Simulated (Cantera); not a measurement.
A closed system holds: 1 mol HMDSO, 0.094 mol O2, 41 mol N2, 17 mol NO, at 0.133 bar.

Cantera equilibrium calculation (NASA polynomials, part measured and part estimated; ideal gas, pure solids and liquids). Candidate condensed phases: C, C6H6, C7H8, C8H18, H2O, Si, SiC, SiO2, Si2N2O, Si3N4; 151 gas species. The feed counts by its element totals alone. The tables hold silica as quartz up to 1696 K and as liquid above; real silica turns to tridymite and cristobalite and melts near 1996 K. Gases not in the tables: Si(OH)4. Equilibrium is a limit: real reactors are often held back by kinetics, nucleation or transport.

Task: At 1025 °C, list the 5 most abundant gas species with their mole fractions, and the condensed phases.

Result: N2 0.767, H2O 0.0839, H2 0.0556, CO 0.0500, CO2 0.0430. Condensed: SiO2(β-quartz).
